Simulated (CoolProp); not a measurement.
Properties of dry air at several states.

The numbers come from the reference Helmholtz-energy equation of state, Lemmon 2000 in CoolProp. It is a pseudo-pure fit of the blend.

| T (°C) | p (MPa) | phase | density (kg/m³) | cv (kJ/(kg K)) | viscosity (µPa s) | conductivity (mW/(m K)) |
|---|---|---|---|---|---|---|
| 291.35 | 0.0222 | gas | 0.1370 | 0.7558 | [?] | 43.9 |
| 431.85 | 0.311 | gas | 1.535 | [?] | [?] | 52.1 |
| 472.65 | 0.0514 | gas | 0.2401 | 0.7987 | 35.7 | 54.3 |
| 346.05 | 0.0622 | gas | 0.3499 | 0.7684 | [?] | 47.1 |
| 479.15 | 0.016 | gas | 0.07409 | 0.8003 | 35.9 | [?] |

Task: Complete the blanks.

Result: 
- 291.35, viscosity (µPa s): 29.5
- 431.85, cv (kJ/(kg K)): 0.7891
- 431.85, viscosity (µPa s): 34.4
- 346.05, viscosity (µPa s): 31.4
- 479.15, conductivity (mW/(m K)): 54.6

Viscosity comes from a separate model (Lemmon 2004). Thermal conductivity comes from a separate model (Lemmon 2004).
